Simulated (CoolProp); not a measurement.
Saturation properties of carbon dioxide (Tc = 31.0 °C, pc = 73.77 bar, ω = 0.224).

The numbers come from the reference Helmholtz-energy equation of state, Span 1996 in CoolProp.

```csv
T (°C),p (bar),vapour density (kg/m³),enthalpy of vaporisation (kJ/kg),surface tension (mN/m),liquid viscosity (µPa s)
-39.25,10.33,26.84,321.1,12.5,190
-35.95,11.63,30.19,315.0,11.8,180
-32.55,13.09,33.99,308.5,11.0,171
-29.25,14.64,38.05,302.0,10.3,162
-25.95,16.32,42.52,295.2,9.62,154
-22.65,18.13,47.42,288.3,8.92,146
-19.25,20.16,52.97,280.8,8.22,138
-15.95,22.27,58.91,273.2,7.55,131
-12.65,24.54,65.45,265.3,6.89,124
-9.35,26.98,72.66,256.9,6.24,118
-5.95,29.67,80.90,247.9,5.59,111
-2.65,32.47,89.78,238.7,4.97,105
0.65,35.45,99.69,228.9,4.37,99.3
```

Viscosity comes from a separate model (Laesecke 2017). Surface tension comes from a separate correlation (Mulero 2012).
